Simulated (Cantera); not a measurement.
# Ignition delay

Mixture: 25.4 % H₂, 15.7 % O₂, 58.9 % N₂, at 1.09 atm, adiabatic and at constant pressure. Ignition delay is the time to a rise of 400 K.

Model: GRI-Mech 3.0 (53 species, 325 reactions), integrated in Cantera. Where the delays flatten at high temperature, the 400 K rule measures the pace of heat release, not the induction time.

```
T0 (K)  delay (ms)
------  ----------
975          0.988
1050         0.136
1125        0.0686
1200        0.0434
1275        0.0307
1350        0.0237
1425        0.0195
```
